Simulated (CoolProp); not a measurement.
Vapour-liquid equilibrium of fluoroethane (R161) (1) + R227EA (2) at 43.35 °C; x and y are mole fractions of (1).

The numbers come from the multi-fluid Helmholtz-energy mixture model, Wu 2012 and Lemmon 2016; pair parameters Bell 2016 in CoolProp.

Give the bubble pressure and the first vapour's composition at x = 0.2, 0.8, 0.95. Is there an azeotrope?

x = 0.2: 8.096 bar, y = 0.249; x = 0.8: 12.76 bar, y = 0.888; x = 0.95: 14.28 bar, y = 0.975. No azeotrope shows between x = 0.05 and 0.95.

The pair parameters rest on a limited set of measurements; away from them the model extrapolates.
